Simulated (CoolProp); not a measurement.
Saturation properties of R1132(E) (Tc = 348.8 K, pc = 5.174 MPa, ω = 0.245).

The numbers come from the reference Helmholtz-energy equation of state, Akasaka 2024 in CoolProp.

```csv
T (K),p (MPa),liquid density (kg/m³),vapour density (kg/m³),enthalpy of vaporisation (kJ/kg),liquid cp (kJ/(kg K))
248.5,0.3486,1073,11.74,280.2,1.672
252.7,0.4083,1062,13.66,275.6,1.681
256.8,0.4738,1050,15.76,271.0,1.690
260.9,0.5469,1039,18.11,266.2,1.701
265,0.6282,1027,20.73,261.3,1.715
269.1,0.7182,1015,23.66,256.3,1.730
273.2,0.8176,1002,26.90,251.1,1.747
277.3,0.9267,989.2,30.50,245.7,1.766
281.4,1.046,976.0,34.50,240.1,1.789
285.5,1.177,962.3,38.94,234.3,1.814
289.7,1.323,947.7,43.98,228.1,1.844
293.8,1.478,932.9,49.46,221.7,1.878
297.9,1.647,917.4,55.55,215.0,1.917
```
